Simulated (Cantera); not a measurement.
Input: 1 mol BN, 1.1 mol HCl, 7.5 mol N2, 34 mol HF, held at 1025 K and 1.00 bar.

Cantera equilibrium calculation (NASA polynomials, part measured and part estimated; ideal gas, pure solids and liquids). Candidate condensed phases: B, BN, NH4Cl; 40 gas species. Kinetics and transport are ignored.

Question: What is the equilibrium state?

Answer: 
| Property | Value |
|---|---|
| x(HF) | 0.728 |
| x(N2) | 0.188 |
| x(H2) | 0.0352 |
| x(HCl) | 0.0258 |
| x(BF3) | 0.0235 |
| x(H2F2) | 1.91e-5 |
| x(NH3) | 1.42e-6 |
| gas amount | 42.60 mol |
| log10 activity of B(s) (absent) | -15.58 |
